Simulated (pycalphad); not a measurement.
CALPHAD calculation (pycalphad, COST 507 light-alloy database (1999)), 1 atm. These are 1990s assessments: newer ones move some temperatures and phases. Diffusion is slow at the low end, where real alloys seldom reach equilibrium.

Molar enthalpy of Ti-4.76Hf-4.46B (at.%) in equilibrium (SER reference):

```json
[
 {"T (°C)": "2577", "H (kJ/mol)": "106.62", "phases": "LIQUID"},
 {"T (°C)": "2427", "H (kJ/mol)": "99.79", "phases": "LIQUID"},
 {"T (°C)": "2277", "H (kJ/mol)": "92.96", "phases": "LIQUID"},
 {"T (°C)": "2127", "H (kJ/mol)": "86.13", "phases": "LIQUID"},
 {"T (°C)": "1977", "H (kJ/mol)": "79.31", "phases": "LIQUID"},
 {"T (°C)": "1827", "H (kJ/mol)": "72.49", "phases": "LIQUID"},
 {"T (°C)": "1677", "H (kJ/mol)": "65.68", "phases": "LIQUID"},
 {"T (°C)": "1627", "H (kJ/mol)": "63.41", "phases": "LIQUID"},
 {"T (°C)": "1577", "H (kJ/mol)": "61.15", "phases": "LIQUID"},
 {"T (°C)": "1527", "H (kJ/mol)": "42.92", "phases": "BCC_A2 + BM"},
 {"T (°C)": "1477", "H (kJ/mol)": "41.17", "phases": "BCC_A2 + BM"},
 {"T (°C)": "1377", "H (kJ/mol)": "37.75", "phases": "BCC_A2 + BM"},
 {"T (°C)": "1227", "H (kJ/mol)": "32.85", "phases": "BCC_A2 + BM"},
 {"T (°C)": "1077", "H (kJ/mol)": "28.16", "phases": "BCC_A2 + BM"},
 {"T (°C)": "927", "H (kJ/mol)": "23.65", "phases": "BCC_A2 + BM"},
 {"T (°C)": "777", "H (kJ/mol)": "15.19", "phases": "HCP_A3 + BM"},
 {"T (°C)": "627", "H (kJ/mol)": "10.35", "phases": "HCP_A3 + BM"},
 {"T (°C)": "477", "H (kJ/mol)": "5.73", "phases": "HCP_A3 + BM"},
 {"T (°C)": "327", "H (kJ/mol)": "1.31", "phases": "HCP_A3 + BM"}
]
```

Cooling from 1577 °C to 1527 °C, across the freezing range, releases 18.2 kJ/mol, or 348 J/g. The slope is 45 J/(mol K) in the liquid and 35 J/(mol K) just below the solidus, where it includes any heat of precipitation. Liquidus 1576 °C, solidus 1542 °C. Changes were sought between steps of 50 K, so a narrower field can be missed.

Database names, with the compositions (at.%) that they take in these runs: BM: Ti 49 B 50 Hf 0. BCC_A2 is bcc; HCP_A3 is hcp.
